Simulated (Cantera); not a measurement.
A Cantera script and its output.

```python
import numpy as np
import cantera as ct

gas = ct.Solution("gri30.yaml")
gas.TPX = 1475, 13332, {'CO': 0.0082, 'O2': 0.017, 'H2O': 0.0003, 'N2': 1}
reactor = ct.IdealGasConstPressureReactor(gas, energy="off", clone=False)
net = ct.ReactorNet([reactor])
net.rtol, net.atol = 1e-08, 1e-18
show = ['CO', 'O2', 'H2O', 'NO', 'H2', 'N2O']
times = np.geomspace(0.0002, 8, 14)

steps = ct.SolutionArray(gas, extra=["t"])
rows = []
print(f"{'t/s':>10s}{'T/K':>9s}{'P/Pa':>11s}" + "".join(f"{s:>11s}" for s in show))
for t in times:
    while net.time < t:
        t_next = net.step()
        steps.append(gas.state, t=t_next)
    rows.append([np.interp(t, steps.t, y) for y in (steps.T, steps.P, *steps(*show).X.T)])
    print(f"{t:10.3e}{rows[-1][0]:9.1f}{rows[-1][1]:11.4g}" + "".join(f"{x:11.3e}" for x in rows[-1][2:]))
rate = np.gradient(steps.T, steps.t)
print("integrator steps:", len(steps.t))
if steps.T.max() > steps.T[0] + 200:
    print(f"time of steepest temperature rise: {steps.t[rate.argmax()]:.4e} s")
gas.TPX = 1475, 13332, {'CO': 0.0082, 'O2': 0.017, 'H2O': 0.0003, 'N2': 1}
gas.equilibrate("TP")
print(f"equilibrium (TP): T = {gas.T:.1f} K  " + "  ".join(f"{s} {gas[s].X[0]:.3e}" for s in show))
```

It prints:

```
       t/s      T/K       P/Pa         CO         O2        H2O         NO         H2        N2O
 2.000e-04   1475.0  1.333e+04  7.996e-03  1.658e-02  2.925e-04  7.567e-16  1.460e-14  8.014e-14
 4.519e-04   1475.0  1.333e+04  7.996e-03  1.658e-02  2.925e-04  4.217e-15  1.817e-13  2.209e-13
 1.021e-03   1475.0  1.333e+04  7.996e-03  1.658e-02  2.925e-04  2.254e-14  2.202e-12  7.032e-13
 2.307e-03   1475.0  1.333e+04  7.996e-03  1.658e-02  2.925e-04  1.215e-13  2.644e-11  2.691e-12
 5.213e-03   1475.0  1.333e+04  7.996e-03  1.658e-02  2.925e-04  7.664e-13  3.439e-10  1.376e-11
 1.178e-02   1475.0  1.333e+04  7.993e-03  1.657e-02  2.923e-04  1.035e-11  7.495e-09  1.655e-10
 2.661e-02   1475.0  1.333e+04  7.670e-03  1.627e-02  2.703e-04  1.963e-09  1.302e-06  2.185e-08
 6.013e-02   1475.0  1.333e+04  3.435e-03  1.283e-02  7.385e-05  9.265e-07  8.025e-06  1.807e-07
 1.359e-01   1475.0  1.333e+04  1.624e-03  1.235e-02  1.061e-04  4.572e-06  9.278e-06  1.712e-07
 3.070e-01   1475.0  1.333e+04  6.386e-04  1.255e-02  2.127e-04  7.406e-06  6.393e-06  1.875e-07
 6.935e-01   1475.0  1.333e+04  1.689e-04  1.260e-02  2.666e-04  8.741e-06  1.978e-06  2.254e-07
 1.567e+00   1475.0  1.333e+04  3.843e-05  1.262e-02  2.830e-04  9.344e-06  4.732e-07  1.896e-07
 3.541e+00   1475.0  1.333e+04  9.183e-06  1.262e-02  2.887e-04  9.556e-06  1.182e-07  8.318e-08
 8.000e+00   1475.0  1.333e+04  2.611e-06  1.262e-02  2.910e-04  9.627e-06  3.522e-08  2.709e-08
integrator steps: 1433
equilibrium (TP): T = 1475.0 K  CO 6.621e-07  O2 1.248e-02  H2O 2.923e-04  NO 2.951e-04  H2 9.713e-09  N2O 7.423e-09
```

Detailed kinetics in Cantera: GRI-Mech 3.0 (53 species, 325 reactions).
